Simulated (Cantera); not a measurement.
Feed: 1 mol PbS, 20 mol H₂, 41 mol N₂, equilibrated at 975 K and 17000 Pa.

These are equilibrium values from Cantera (NASA tables, ideal gas, pure condensed phases), not measurements of a reactor. Candidate condensed phases: Pb, PbS, S; 18 gas species. Equilibrium is a limit: real reactors are often held back by kinetics, nucleation or transport.

Base state: N₂ 0.672, H₂ 0.323, H₂S 0.00447, PbS 0.000263, Pb 5.39e-5, NH₃ 1.77e-5 (mole fractions); condensed: Pb(l) + PbS(s).

Question: What changes in the equilibrium state with this change: temperature from 975 K to 1025 K?

Answer: 
```json
[
 {"species": "N₂", "before": "0.672", "after": "0.671"},
 {"species": "H₂", "before": "0.323", "after": "0.321"},
 {"species": "H₂S", "before": "0.00447", "after": "0.00689"},
 {"species": "PbS", "before": "0.000263", "after": "0.000980"},
 {"species": "Pb", "before": "5.39e-5", "after": "0.000164"},
 {"species": "NH₃", "before": "1.77e-5", "after": "1.25e-5"},
 {"species": "Pb(l), mol", "before": "0.269", "after": "0.411"},
 {"species": "PbS(s), mol", "before": "0.711", "after": "0.519"}
]
```
Mutual solubility and eutectic melting of coexisting phases are not modelled.
